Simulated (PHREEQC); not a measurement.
HNO3 is added in steps, without added water, to 1 kg of water holding 130 mmol/kgw NaH2PO4, at 25 °C. O2 is buffered at 0.21 atm. The system is closed to CO2. Precipitation was switched off in this run.

Base run: PHREEQC, ion-association model, wateq4f.dat. Each further column changes one thing. The table gives H3PO4 (mol/kgw).

| HNO3 added (mol) | base | metal-ligand complexes left out | all activity coefficients set to 1 | Davies equation for every ion | database phreeqc.dat |
|---|---|---|---|---|---|
| 0 | 0.000505 | 0.000485 | 0.000419 | 0.000500 | 0.000505 |
| 0.0084 | 0.00773 | 0.00773 | 0.00796 | 0.00768 | 0.00773 |
| 0.0189 | 0.0172 | 0.0172 | 0.0178 | 0.0171 | 0.0172 |
| 0.0273 | 0.0247 | 0.0247 | 0.0256 | 0.0245 | 0.0247 |
| 0.0378 | 0.0339 | 0.0339 | … | 0.0336 | 0.0339 |
| 0.0462 | 0.0410 | 0.0410 | … | 0.0407 | 0.0410 |
| 0.0567 | 0.0498 | 0.0498 | … | 0.0494 | 0.0498 |
| 0.0651 | 0.0565 | 0.0565 | … | 0.0560 | 0.0565 |
| 0.0756 | 0.0645 | 0.0645 | 0.0679 | 0.0639 | 0.0645 |
| 0.084 | 0.0706 | 0.0706 | … | 0.0699 | 0.0706 |

### Question
Fill in the missing entries.

### Answer

- 0.0378, all activity coefficients set to 1: 0.0352
- 0.0462, all activity coefficients set to 1: 0.0428
- 0.0567, all activity coefficients set to 1: 0.0520
- 0.0651, all activity coefficients set to 1: 0.0592
- 0.084, all activity coefficients set to 1: 0.0746

H3PO4, which wateq4f.dat lacks, is added to it with the constant of phreeqc.dat.  phreeqc.dat and wateq4f.dat share most of their constants, so their agreement is no independent check.
